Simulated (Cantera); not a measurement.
A closed system holds: 1 mol Nb, 12 mol N₂O, held at 1025 K and 0.0100 bar.

Cantera equilibrium calculation (NASA polynomials, part measured and part estimated; ideal gas, pure solids and liquids). Candidate condensed phases: Nb, NbO, NbO₂, Nb₂O₅; 12 gas species. Condensed phases not in the tables: the oxides between NbO₂ and Nb₂O₅. Equilibrium is a limit: real reactors are often held back by kinetics, nucleation or transport.

Base state: N₂ 0.716, O₂ 0.284, NO 4.53e-5 (mole fractions); condensed: Nb₂O₅(s).

**Question.** What changes in the equilibrium state with this change: temperature from 1025 K to 2573.15 K?

**Answer.** 
```csv
species,before,after
N₂,0.716,0.624
O₂,0.284,0.207
O,1.76e-9,0.0935
NbO₂,<1e-9,0.0529
NO,4.53e-5,0.0230
NbO,<1e-9,3.06e-5
"Nb₂O₅(s), mol",0.500,0
```
